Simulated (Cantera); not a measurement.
Input: 1 mol C₆H₆, 4.9 mol CO₂, 85 mol H₂, 1.3 mol O₂, at 573 K and 15000 Pa.

These are equilibrium values from Cantera (NASA tables, ideal gas, pure condensed phases), not measurements of a reactor. Candidate condensed phases: C, C₆H₆, C₇H₈, C₈H₁₈, H₂O; 110 gas species. Rates play no part.

Base state: H₂ 0.698, H₂O 0.161, CH₄ 0.141 (mole fractions); condensed: gas only.

Problem. What changes in the equilibrium state with this change: H₂ from 85 to 1.4 mol?

Solution. 
| species | before | after |
|---|---|---|
| CO₂ | 1.87e-6 | 0.521 |
| H₂O | 0.161 | 0.407 |
| CH₄ | 0.141 | 0.0368 |
| H₂ | 0.698 | 0.0345 |
| CO | 1.99e-7 | 0.00108 |
| C(graphite), mol | 0 | 6.12 |
